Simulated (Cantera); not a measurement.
Adiabatic ignition

An adiabatic, constant-pressure homogeneous reactor starts with C2H4 : O2 : N2 : H2O = 0.4 : 1.3 : 4.9 : 0.18 (molar parts), equivalence ratio 0.92, at 1625 K and 100000 Pa.

Computed with Cantera and GRI-Mech 3.0 (53 species, 325 reactions). GRI-Mech 3.0 was tuned for natural gas; its chemistry of ethylene as a main component is partial and can be far from experiment.

| t (s) | T (K) | x C2H4 | x O2 | x H2O | x H2O2 | x HCN | x NO |
|---|---|---|---|---|---|---|---|
| 2.00e-6 | 1625 | 0.0590 | 0.192 | 0.0265 | 1.64e-10 | <1e-12 | <1e-12 |
| 5.79e-6 | 1625 | 0.0590 | 0.192 | 0.0265 | 7.30e-9 | <1e-12 | <1e-12 |
| 1.68e-5 | 1706 | 0.0417 | 0.172 | 0.0347 | 4.58e-5 | 2.55e-8 | 1.47e-8 |
| 4.86e-5 | 2523 | <1e-12 | 0.0423 | 0.0926 | 1.28e-7 | 4.00e-11 | 0.000136 |
| 0.000141 | 2685 | <1e-12 | 0.0395 | 0.101 | 1.60e-7 | 1.26e-10 | 0.000747 |
| 0.000408 | 2801 | <1e-12 | 0.0361 | 0.107 | 2.49e-7 | 4.71e-10 | 0.00317 |
| 0.00118 | 2805 | <1e-12 | 0.0338 | 0.108 | 2.51e-7 | 8.96e-10 | 0.00857 |
| 0.00343 | 2800 | <1e-12 | 0.0320 | 0.108 | 2.44e-7 | 1.21e-9 | 0.0129 |
| 0.00993 | 2800 | <1e-12 | 0.0319 | 0.108 | 2.43e-7 | 1.24e-9 | 0.0134 |
| 0.0288 | 2800 | <1e-12 | 0.0319 | 0.108 | 2.43e-7 | 1.24e-9 | 0.0134 |
| 0.0834 | 2800 | <1e-12 | 0.0319 | 0.108 | 2.43e-7 | 1.24e-9 | 0.0134 |
| 0.242 | 2800 | <1e-12 | 0.0319 | 0.108 | 2.43e-7 | 1.24e-9 | 0.0134 |
| 0.700 | 2800 | <1e-12 | 0.0319 | 0.108 | 2.43e-7 | 1.24e-9 | 0.0134 |
x: mole fraction; the columns are a selection and need not sum to one.

```
Property                                                           Value
---------------------------------  -------------------------------------
time of steepest temperature rise                                21.7 µs
temperature at 0.700 s                                            2800 K
equilibrium temperature                                           2800 K
x(C2H4) at 0.700 s                 <1e-12 (gas-phase equilibrium <1e-12)
x(O2) at 0.700 s                   0.0319 (gas-phase equilibrium 0.0319)
x(H2O) at 0.700 s                    0.108 (gas-phase equilibrium 0.108)
```
